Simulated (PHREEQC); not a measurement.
Make-up at 25 °C: 0.00042 mol CaSO4 and 0.00014 mol NaHCO3 per kg of water. Closed to the air; pH follows from the charge balance.

All values are PHREEQC results (ion-association model, phreeqc.dat), not measurements.

```
Property                        Value
--------------------  ---------------
pH                               8.07
ionic strength        0.00174 mol/kgw
specific conductance        117 µS/cm
total alkalinity         0.140 meq/kg
```

```
species  molality  activity   log γ
-------  --------  --------  ------
SO4-2    0.000400  0.000333  -0.080
Ca+2     0.000399  0.000333  -0.079
Na+      0.000140  0.000133  -0.020
HCO3-    0.000136  0.000130  -0.020
CaSO4     1.97e-5   1.97e-5   0.000
CO2       2.49e-6   2.49e-6   0.000
OH-       1.24e-6   1.18e-6  -0.020
CO3-2     8.53e-7   7.11e-7  -0.079
```

Precipitation was switched off in this run.
